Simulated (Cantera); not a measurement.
A Cantera script and its output.

```python
import numpy as np
import cantera as ct

gas = ct.Solution("gri30.yaml")
gas.TPX = 1200, 91000, {'C2H6': 1, 'N2': 11}
reactor = ct.IdealGasConstPressureReactor(gas, energy="off", clone=False)
net = ct.ReactorNet([reactor])
net.rtol, net.atol = 1e-08, 1e-18
show = ['C2H6', 'HCN', 'C2H4', 'C2H2', 'C2H', 'H', 'CH4']
times = np.geomspace(0.0003, 20, 9)

steps = ct.SolutionArray(gas, extra=["t"])
rows = []
print(f"{'t/s':>10s}{'T/K':>9s}{'P/Pa':>11s}" + "".join(f"{s:>11s}" for s in show))
for t in times:
    while net.time < t:
        t_next = net.step()
        steps.append(gas.state, t=t_next)
    rows.append([np.interp(t, steps.t, y) for y in (steps.T, steps.P, *steps(*show).X.T)])
    print(f"{t:10.3e}{rows[-1][0]:9.1f}{rows[-1][1]:11.4g}" + "".join(f"{x:11.3e}" for x in rows[-1][2:]))
rate = np.gradient(steps.T, steps.t)
print("integrator steps:", len(steps.t))
if steps.T.max() > steps.T[0] + 200:
    print(f"time of steepest temperature rise: {steps.t[rate.argmax()]:.4e} s")
gas.TPX = 1200, 91000, {'C2H6': 1, 'N2': 11}
gas.equilibrate("TP")
print(f"equilibrium (TP): T = {gas.T:.1f} K  " + "  ".join(f"{s} {gas[s].X[0]:.3e}" for s in show))
```

Result:

```
       t/s      T/K       P/Pa       C2H6        HCN       C2H4       C2H2        C2H          H        CH4
 3.000e-04   1200.0    9.1e+04  8.294e-02  1.043e-12  3.076e-04  8.234e-08  2.975e-14  8.087e-07  3.941e-05
 1.203e-03   1200.0    9.1e+04  7.966e-02  8.634e-12  3.147e-03  9.575e-06  7.446e-13  1.312e-06  2.964e-04
 4.821e-03   1200.0    9.1e+04  6.632e-02  1.578e-11  1.457e-02  2.031e-04  3.735e-12  1.453e-06  1.439e-03
 1.932e-02   1200.0    9.1e+04  2.965e-02  2.134e-11  4.439e-02  2.185e-03  1.532e-11  1.782e-06  5.386e-03
 7.746e-02   1200.0    9.1e+04  2.511e-03  2.374e-11  5.928e-02  9.953e-03  2.671e-11  1.097e-06  9.900e-03
 3.105e-01   1200.0    9.1e+04  5.700e-04  2.411e-11  4.985e-02  1.975e-02  2.528e-11  5.895e-07  1.142e-02
 1.245e+00   1200.0    9.1e+04  4.423e-04  2.493e-11  3.670e-02  3.086e-02  3.245e-11  5.283e-07  1.426e-02
 4.989e+00   1200.0    9.1e+04  3.584e-04  2.752e-11  3.134e-02  3.310e-02  2.693e-11  3.902e-07  2.082e-02
 2.000e+01   1200.0    9.1e+04  2.681e-04  3.306e-11  2.689e-02  3.251e-02  1.815e-11  2.332e-07  3.200e-02
integrator steps: 1235
equilibrium (TP): T = 1200.0 K  C2H6 6.058e-05  HCN 4.074e-02  C2H4 8.760e-03  C2H2 1.598e-02  C2H 2.701e-12  H 4.660e-08  CH4 6.275e-02
```

Detailed kinetics in Cantera: GRI-Mech 3.0 (53 species, 325 reactions). GRI-Mech 3.0 stops at C3 and has no aromatics, soot or wall deposition, so with more carbon than oxygen in the feed, carbon stays in small species such as C2H2 where larger ones or solid carbon would form.
